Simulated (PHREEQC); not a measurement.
Consider water at 25 °C with 0.0019 mol NaAlO2 per kg of water. Closed to the air; pH follows from the charge balance.

All values are PHREEQC results (ion-association model, wateq4f.dat), not measurements.

Each row changes one thing in this solution. No solid was allowed to form.

| case | pH | ionic strength (mol/kgw) |
|---|---|---|
| as made | 8.49 | 0.00190 |
| 0.00052 mol/kgw NaI added | 8.49 | 0.00242 |
| NaAlO2 replaced by Na2SiO3 at the same molality | 11.26 | 0.00383 |
| 0.00018 mol/kgw Ca(OH)2 added | 10.53 | 0.00244 |
| NaAlO2 from 0.0019 to 0.00209 mol/kgw | 8.51 | 0.00209 |

Species that the database lacks are ignored. Some of these states are supersaturated (in Al(OH)3(a), Boehmite (slow to form), Gibbsite (slow to form), for instance).
